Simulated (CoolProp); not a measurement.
The numbers come from the reference Helmholtz-energy equation of state, Colonna 2008 in CoolProp. It is a short technical equation, of lower accuracy than the large ones.

**Question.** For dodecamethylcyclohexasiloxane (D6), give the phase and the Z, cp (kJ/(kg K)), cv (kJ/(kg K)), isothermal compressibility (1/MPa) at 161.75 °C and 0.312 MPa; 216.05 °C and 0.312 MPa.

**Answer.** 
- 161.75 °C and 0.312 MPa: liquid; Z 0.0471, cp 1.85, cv 1.67, isothermal compressibility 0.00652
- 216.05 °C and 0.312 MPa: liquid; Z 0.0457, cp 1.96, cv 1.77, isothermal compressibility 0.0108
